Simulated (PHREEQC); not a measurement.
PHREEQC input (ion-association model, phreeqc.dat):

```
SOLUTION_SPECIES
  SO4-2 + 9 H+ + 8 e- = HS- + 4 H2O  # shut off: sulfate is not reduced
    -log_k -100
    -delta_h 0
    -analytic -100
SOLUTION 0
  temp 25
  units mmol/kgw
  pH 7 charge
  Cl 20.01
  Cd 10
  S(6) 4
  Zn 4
SOLUTION 1-40
  temp 25
  units mmol/kgw
  pH 7 charge
  Cl 162.01
  Cd 36
  Mn(2) 45
END
EXCHANGE 1-40
  X 0.016
  -equilibrate 1
END
SELECTED_OUTPUT 1
  -reset false
  -pH true
  -pe true
  -ionic_strength true
  -water true
  -step true
  -totals Cd Cl Mn S Zn Mn(2) Mn(3) S(-2) S(6)
  -molalities ZnX2 CdX2 MnX2
  -saturation_indices Pyrochroite Zn(OH)2(e) Cd(OH)2
PRINT
  -reset false
TRANSPORT
  -cells 40
  -shifts 160
  -lengths 0.025
  -time_step 720
  -dispersivities 0.035
  -boundary_conditions flux flux
  -correct_disp true
  -punch_cells 40
  -punch_frequency 5
END
```

Selected output (columns that matter, 22 of 33 rows; pore volumes added in front):

```
pore volumes	pH	mu	Cd	Cl	Mn	S	Zn	m_ZnX2	m_CdX2	m_MnX2	si_Pyrochroite	si_Zn(OH)2(e)	si_Cd(OH)2
0	5.0578	0.16429	0.036	0.16201	0.045	0	0	0	0.0019355	0.0060645	-6.9612	-1000	-6.2154
0.2625	5.0578	0.16429	0.036	0.16201	0.045	4.2969e-11	7.1015e-14	1.92e-14	0.0019355	0.0060645	-6.9612	-15.077	-6.2154
0.3875	5.0578	0.16428	0.035996	0.16199	0.044996	4.9e-07	7.3047e-09	1.9751e-09	0.0019355	0.0060645	-6.9612	-10.065	-6.2154
0.6375	5.0599	0.15795	0.034203	0.15424	0.043113	0.00021895	1.5805e-05	4.4265e-06	0.0019653	0.0060302	-6.9694	-6.7195	-6.2151
0.7625	5.0647	0.14269	0.03015	0.13604	0.038523	0.00073164	7.2273e-05	2.2154e-05	0.0020517	0.0059262	-6.9928	-6.0339	-6.2137
1.0125	5.0807	0.093846	0.018416	0.080929	0.024017	0.002284	0.00031046	0.00013678	0.0024469	0.0054163	-7.1062	-5.31	-6.2126
1.1375	5.0883	0.072095	0.013802	0.057933	0.017639	0.0029317	0.00045302	0.00024858	0.0027363	0.0050151	-7.1919	-5.0987	-6.2145
1.3875	5.0975	0.045953	0.0092378	0.031881	0.0095427	0.0036656	0.00082036	0.00063564	0.003454	0.0039103	-7.392	-4.777	-6.2005
1.5125	5.0988	0.039758	0.0086485	0.026151	0.0071505	0.003827	0.0010986	0.00092966	0.0038501	0.0032202	-7.5013	-4.6352	-6.1765
1.7625	5.097	0.034141	0.0089324	0.021487	0.0038976	0.0039584	0.0018668	0.0016481	0.0045094	0.0018424	-7.7549	-4.3961	-6.1171
1.8875	5.0951	0.032982	0.0092758	0.020706	0.0027621	0.0039804	0.0022902	0.0019995	0.0047079	0.0012926	-7.905	-4.308	-6.0941
2.1375	5.0918	0.031958	0.0097836	0.020156	0.0012657	0.0039959	0.0030195	0.0025529	0.0048731	0.00057403	-8.2475	-4.1917	-6.0688
2.2625	5.0906	0.031757	0.0099169	0.020075	0.00082463	0.0039982	0.0032892	0.0027447	0.0048861	0.00036917	-8.4354	-4.1563	-6.0637
2.5125	5.089	0.031598	0.010027	0.020023	0.00033134	0.0039996	0.003648	0.0029917	0.0048625	0.00014579	-8.8339	-4.1138	-6.0608
2.6375	5.0886	0.031574	0.010039	0.020015	0.00020569	0.0039998	0.0037577	0.0030658	0.0048442	9.0035e-05	-9.0417	-4.1017	-6.0609
2.8875	5.088	0.031564	0.010035	0.020011	7.6918e-05	0.004	0.0038887	0.0031536	0.0048129	3.3465e-05	-9.4699	-4.0878	-6.0621
3.0125	5.0879	0.031565	0.010028	0.02001	4.6479e-05	0.004	0.0039255	0.0031782	0.0048016	2.0188e-05	-9.689	-4.084	-6.0627
3.2625	5.0877	0.031571	0.010016	0.02001	1.6662e-05	0.004	0.0039672	0.0032062	0.0047866	7.2242e-06	-10.135	-4.0797	-6.0636
3.3875	5.0877	0.031573	0.010012	0.02001	9.9012e-06	0.004	0.0039784	0.0032137	0.004782	4.2907e-06	-10.361	-4.0786	-6.0639
3.6375	5.0877	0.031576	0.010006	0.02001	3.4538e-06	0.004	0.0039908	0.003222	0.0047765	1.4959e-06	-10.818	-4.0773	-6.0642
3.7625	5.0877	0.031577	0.010004	0.02001	2.0293e-06	0.004	0.003994	0.0032242	0.0047749	8.7885e-07	-11.049	-4.077	-6.0643
4.0125	5.0876	0.031579	0.010002	0.02001	6.9466e-07	0.004	0.0039975	0.0032265	0.0047732	3.0079e-07	-11.515	-4.0767	-6.0645
```
